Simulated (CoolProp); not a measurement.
Vapour-liquid equilibrium of R134a (1) + R124 (2) at 178 kPa; x and y are mole fractions of (1).

Values from CoolProp's multi-fluid Helmholtz-energy mixture model, Tillner-Roth 1994 and de Vries 1995; pair parameters Bell 2016.

### Question
Give the bubble temperature and the first vapour's composition at x = 0.65, 0.75, 0.85. Is there an azeotrope?

### Answer
x = 0.65: 263.5 K, y = 0.757; x = 0.75: 262.4 K, y = 0.828; x = 0.85: 261.5 K, y = 0.897. No azeotrope shows between x = 0.05 and 0.95.

The pair parameters rest on a limited set of measurements; away from them the model extrapolates.
